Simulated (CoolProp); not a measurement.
A single-stage vapour-compression cycle with the fluid: evaporating at 254.15 K (dew point), condensing at 279.15 K (bubble point), superheat 10 K, subcooling 8 K, compressor efficiency 0.75, no pressure losses. The same conditions are run with several fluids, on thermodynamics alone (safety and materials aside).

Model: reference Helmholtz-energy equation of state of each fluid (hydrogen sulfide: Lemmon 2006; C3F8 (R218): Lemmon 2006; R134a: Tillner-Roth 1994; R410A: Lemmon 2003; R236FA: Pan 2012; isobutene: Lemmon 2005), in CoolProp. Blends and air are pseudo-pure fits.

```
fluid             cooling COP  pressure ratio  discharge temperature (K)  refrigerating effect (kJ/kg)  volumetric capacity (kJ/m³)
----------------  -----------  --------------  -------------------------  ----------------------------  ---------------------------
hydrogen sulfide         6.88            2.17                      335.8                           469                         4410
C3F8 (R218)              7.17            2.36                      285.1                          88.3                         1730
R134a                    7.25            2.61                      301.7                           198                         1340
R410A                    6.98            2.33                      310.9                           227                         3420
R236FA                   7.36            2.98                      293.0                           156                          506
isobutene                7.34            2.66                      300.3                           380                          616
```
